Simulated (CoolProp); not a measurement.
R1224YDZ at several states: Z from the reference equation and from simpler models built on Tc = 428.7 K, pc = 3.334 MPa, ω = 0.325; each cubic takes its own stable root.

The numbers come from the reference Helmholtz-energy equation of state, Akasaka 2023 in CoolProp.

| T (K) | p (MPa) | phase | reference |
|---|---|---|---|
| 251.7 | 1.58 | liquid | 0.07555 |
| 277.7 | 5.11 | liquid | 0.2300 |
| 295.7 | 0.0442 | gas | 0.9815 |
| 263.4 | 0.209 | liquid | 0.009762 |
| 356.3 | 0.487 | gas | 0.8931 |
| 466.4 | 0.328 | gas | 0.9743 |

How far does each simpler model (Redlich-Kwong, Soave-Redlich-Kwong) lie from the reference over these 6 states: mean and median of the absolute difference, and the worst?


- Redlich-Kwong: mean 8.4 %, median 8.7 %, worst +16.5 % at 263.4 K and 0.209 MPa
- Soave-Redlich-Kwong: mean 6.0 %, median 6.0 %, worst +11.8 % at 251.7 K and 1.58 MPa
